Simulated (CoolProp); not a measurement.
Values from CoolProp's reference Helmholtz-energy equation of state, Lemmon 2006. It is a short technical equation, of lower accuracy than the large ones.

Q: Give the vapour pressure (MPa), liquid density (kg/m³), vapour density (kg/m³), enthalpy of vaporisation (kJ/kg) of saturated nitrous oxide at -57.25, -25.35, -18.95 °C.

A: 
```csv
T (°C),p (MPa),liquid density (kg/m³),vapour density (kg/m³),enthalpy of vaporisation (kJ/kg)
-57.25,0.483,1130,12.9,336
-25.35,1.53,1020,39.5,286
-18.95,1.85,994,48.3,275
```
